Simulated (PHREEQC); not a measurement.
Make-up at 15 °C: 0.095 mol HF, 0.00073 mol (NH4)2SiF6, 0.0017 mol H3BO3 and 5.1e-05 mol HCl per kg of water. Closed to the air; pH follows from the charge balance.

The numbers come from PHREEQC with the ion-association model, phreeqc.dat.

Each row changes one thing in this solution. No solid was allowed to form.

```tsv
case	pH	ionic strength (mol/kgw)	HF (mol/kgw)	F- (mol/kgw)	HF2- (mol/kgw)	NH3 (mol/kgw)
as made	2.01	0.0130	0.0773	0.00709	0.00192	3.63e-11
H3BO3 left out	2.03	0.0124	0.0825	0.00792	0.00229	3.81e-11
diluted 10-fold with water	2.62	0.00273	0.00645	0.00228	5.17e-5	1.59e-11
(NH4)2SiF6 replaced by NH4HS at the same molality	2.03	0.0110	0.0770	0.00730	0.00197	1.90e-11
0.051 mol/kgw NaOH added	3.13	0.0532	0.0330	0.0442	0.00511	4.26e-10
```

SiF6-2 is the database's only silicon fluoride. Real BF4- forms and hydrolyses slowly; the run takes it at equilibrium.
